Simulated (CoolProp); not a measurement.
Nitrogen at 298.15 K and 2.67 MPa is throttled through a valve to 0.813 MPa with no heat exchange. Each further row changes one setting.

Computed with CoolProp (reference Helmholtz-energy equation of state, Span 2000).

```tsv
case	temperature change (K)	final density (kg/m³)
as stated	…	…
outlet pressure 0.244 MPa	…	…
outlet pressure 1.06 MPa	…	…
```

Problem. What belongs in the gaps?

Solution. 
- as stated, temperature change (K): -3.8
- as stated, final density (kg/m³): 9.32
- outlet pressure 0.244 MPa, temperature change (K): -5.1
- outlet pressure 0.244 MPa, final density (kg/m³): 2.81
- outlet pressure 1.06 MPa, temperature change (K): -3.3
- outlet pressure 1.06 MPa, final density (kg/m³): 12.1
